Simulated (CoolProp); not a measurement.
Properties of sulfur hexafluoride along the isotherm 611.8 K (Tc = 318.7 K, pc = 3755 kPa, ω = 0.210).

The numbers come from the reference Helmholtz-energy equation of state, Guder 2009 in CoolProp.

```tsv
p (kPa)	phase	density (kg/m³)	expansivity (1/kK)	fugacity coefficient
17.8	gas	0.5111	1.636	0.9999
26.9	gas	0.7725	1.636	0.9999
40.5	gas	1.163	1.637	0.9998
61.2	gas	1.758	1.638	0.9997
92.3	gas	2.651	1.641	0.9995
139	gas	3.994	1.644	0.9993
210	gas	6.036	1.648	0.9989
317	gas	9.116	1.655	0.9984
478	gas	13.76	1.665	0.9976
721	gas	20.77	1.681	0.9964
1090	gas	31.46	1.705	0.9946
1640	gas	47.44	1.740	0.9921
2470	gas	71.67	1.792	0.9885
3730	gas	108.6	1.869	0.9835
5630	supercritical	164.5	1.977	0.9771
```
